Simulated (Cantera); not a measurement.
A perfectly stirred reactor is fed with CH4 : C2H6 : O2 : N2 = 1 : 0.38 : 3.03 : 11.4 (molar parts), equivalence ratio 1.1, at 5.80 bar; it is adiabatic with a 725 K inlet, and is followed from long to short residence time, starting on the burning branch (τ in s: 0.13, 0.055, 0.022, 0.0092, 0.0038, 0.0016, 0.00064, 0.00026, 0.00011, 4.5e-05, 1.8e-05, 7.5e-06, 3.1e-06).

Model: GRI-Mech 3.0 (53 species, 325 reactions), integrated in Cantera.

Problem. Predict: blow-out, bracketed by the residence times tried; x(CH4) at τ = 0.130 s; x(C2H6) at τ = 0.130 s; x(O2) at τ = 0.130 s; x(HO2) at τ = 0.130 s; x(OH) at τ = 0.130 s; x(CH4) at τ = 0.640 ms; x(C2H6) at τ = 0.640 ms; x(O2) at τ = 0.640 ms; x(HO2) at τ = 0.640 ms; x(OH) at τ = 0.640 ms.

Solution. 
| Quantity | Value |
|---|---|
| blow-out, bracketed by the residence times tried | burning at 18.0 µs, out at 7.50 µs |
| x(CH4) at τ = 0.130 s | 3.73e-7 |
| x(C2H6) at τ = 0.130 s | 7.74e-9 |
| x(O2) at τ = 0.130 s | 0.00152 |
| x(HO2) at τ = 0.130 s | 7.49e-7 |
| x(OH) at τ = 0.130 s | 0.00370 |
| x(CH4) at τ = 0.640 ms | 3.26e-5 |
| x(C2H6) at τ = 0.640 ms | 1.43e-6 |
| x(O2) at τ = 0.640 ms | 0.00470 |
| x(HO2) at τ = 0.640 ms | 2.75e-6 |
| x(OH) at τ = 0.640 ms | 0.00596 |
